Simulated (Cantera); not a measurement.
## Thermodynamics of silicon nitride deposition, feed SiCl4 + NH3 + H2

A closed system holds: 1 mol SiCl4, a varied amount of NH3, 8.5 mol H2, held at 1727 °C and 1.05 Torr.

Equilibrium computed with Cantera from the NASA thermochemical tables; the gas is ideal and each condensed phase is pure. Candidate condensed phases: NH4Cl, Si, Si3N4; 28 gas species. The tables' values for SiCl, SiCl3, SiN are old estimates; treat these amounts as uncertain. Gases not in the tables: Si2H6 and higher silanes. The numbers say what is thermodynamically allowed, not how fast it happens.

```tsv
n(NH3) (mol)	x H2	x N2	x HCl	x SiCl2	x H	x Si
0.35	0.658	0.0150	0.198	0.0667	0.0353	0.0146
0.52	0.659	0.0217	0.193	0.0641	0.0353	0.0147
0.76	0.660	0.0304	0.187	0.0607	0.0353	0.0149
1.1	0.661	0.0416	0.179	0.0563	0.0353	0.0151
1.6	0.663	0.0561	0.169	0.0507	0.0354	0.0153
2.4	0.665	0.0754	0.155	0.0433	0.0354	0.0155
3.6	0.668	0.0978	0.139	0.0349	0.0355	0.0157
5.2	0.671	0.120	0.123	0.0270	0.0356	0.0157
7.7	0.676	0.143	0.104	0.0190	0.0357	0.0153
11	0.680	0.163	0.0880	0.0128	0.0358	0.0146
17	0.686	0.185	0.0691	0.00696	0.0360	0.0130
24	0.691	0.199	0.0555	0.00389	0.0361	0.0114
36	0.697	0.212	0.0415	0.00174	0.0363	0.00917
```
x: gas mole fraction; nothing condenses.

From 0.35 mol NH3 to 36 mol NH3 nothing is condensed. The main Si-bearing gas is SiCl2 at 0.35 mol NH3 and Si at 36 mol NH3.
